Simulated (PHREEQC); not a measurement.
30 mol of Carnallite (KMgCl3:6H2O) is brought to equilibrium with 1 kg of water, at 20 °C and several pressures. The system is closed to CO2. Solids allowed: Carnallite, Bischofite, Brucite, Sylvite, MgCl2_4H2O. Others were left out.

All values are PHREEQC results (Pitzer model, pitzer.dat), not measurements.

```tsv
P (atm)	dissolved K (mol/kgw)	dissolved Mg (mol/kgw)	dissolved Cl (mol/kgw)	Sylvite (mol)
1	0.456	4.21	8.88	6.89
50	0.458	4.21	8.87	6.87
100	0.459	4.20	8.86	6.85
200	0.461	4.19	8.84	6.81
300	0.463	4.17	8.81	6.76
400	0.464	4.16	8.79	6.72
500	0.464	4.15	8.76	6.68
600	0.464	4.14	8.74	6.64
800	0.462	4.11	8.68	6.57
1000	0.458	4.09	8.63	6.50
```

Species that the database lacks are ignored.
